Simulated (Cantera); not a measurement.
Charge: 1 mol Fe, 0.11 mol H₂O, 0.69 mol O₂, equilibrated at 0.0160 bar.

Method: chemical equilibrium by Gibbs-energy minimisation in Cantera with the NASA 1993 tables (ideal gas, pure condensed phases). Candidate condensed phases: Fe, FeO, Fe(OH)₂, Fe(OH)₃, Fe₂O₃, Fe₃O₄, H₂O; 12 gas species. Mutual solubility and eutectic melting of coexisting phases are not modelled. Equilibrium is a limit: real reactors are often held back by kinetics, nucleation or transport.

x: gas mole fraction; n: condensed amount in mol.

| T (°C) | x H₂O | x O₂ | x OH | x H₂ | x O | x Fe(OH)₂ | n Fe₂O₃(s) | n Fe₃O₄(s) |
|---|---|---|---|---|---|---|---|---|
| 927 | 1.000 | 2.76e-5 | ___ | 1.91e-5 | 1.04e-9 | 3.32e-8 | 0.140 | 0.240 |
| 977 | 1.000 | 0.000182 | ___ | 2.02e-5 | 7.38e-9 | 7.30e-8 | 0.140 | 0.240 |
| 1027 | 0.999 | 0.00103 | ___ | 2.13e-5 | 4.50e-8 | 1.51e-7 | 0.139 | 0.240 |
| 1077 | 0.995 | 0.00515 | ___ | 2.24e-5 | 2.39e-7 | 2.95e-7 | 0.137 | 0.242 |
| 1127 | 0.977 | 0.0228 | ___ | 2.31e-5 | 1.13e-6 | 5.42e-7 | 0.125 | 0.250 |
| 1177 | 0.908 | 0.0912 | ___ | 2.25e-5 | 4.80e-6 | 9.02e-7 | 0.0737 | 0.284 |
| 1227 | 0.825 | 0.175 | ___ | 2.95e-5 | 1.34e-5 | 1.57e-6 | 0 | 0.333 |

Problem. Some entries are withheld; supply them.

Solution. 
- 927, x OH: 2.85e-6
- 977, x OH: 8.77e-6
- 1027, x OH: 2.47e-5
- 1077, x OH: 6.44e-5
- 1127, x OH: 0.000155
- 1177, x OH: 0.000343
- 1227, x OH: 0.000603
